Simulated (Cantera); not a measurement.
Source: NASA polynomial tables (part measured, part estimated), evaluated in Cantera. Values are per mole of reaction as written; species without (g) are pure solids or liquids, kept so even where they would boil at 1 bar.

Q: Between 425 and 925 K, where is each reaction favourable under standard conditions?
- Nb + O₂(g) ⇌ NbO₂
- 2 B + O₂(g) ⇌ B₂O₂(g)
- 1.333 Fe + O₂(g) ⇌ 0.6667 Fe₂O₃

A: 
- Nb + O₂(g) ⇌ NbO₂: ΔG° is -716 kJ at 425 K and -626 kJ at 925 K; it stays negative (K > 1). ΔH° is -786 kJ and ΔS° -174 J/K at 925 K.
- 2 B + O₂(g) ⇌ B₂O₂(g): ΔG° is -467 kJ at 425 K and -480 kJ at 925 K; it stays negative (K > 1). ΔH° is -458 kJ and ΔS° 24 J/K at 925 K.
- 1.333 Fe + O₂(g) ⇌ 0.6667 Fe₂O₃: ΔG° is -473 kJ at 425 K and -387 kJ at 925 K; it stays negative (K > 1). ΔH° is -539 kJ and ΔS° -164 J/K at 925 K.
